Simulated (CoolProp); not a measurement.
Properties of R143a at several states (Tc = 345.9 K, pc = 3762 kPa, ω = 0.261).

The numbers come from the reference Helmholtz-energy equation of state, Lemmon and Jacobsen 2000 in CoolProp.

| T (K) | p (kPa) | phase | speed of sound (m/s) | isothermal compressibility (1/MPa) | expansivity (1/kK) | fugacity coefficient |
|---|---|---|---|---|---|---|
| 329.5 | 1070 | gas | 169.9 | 1.098 | 4.950 | 0.8779 |
| 212.8 | 5080 | liquid | 842.9 | 0.001750 | 2.074 | 0.01209 |
| 381.6 | 19000 | supercritical | 372.6 | 0.01325 | 3.835 | 0.3349 |
| 228.5 | 2240 | liquid | 753.5 | 0.002302 | 2.310 | 0.05252 |
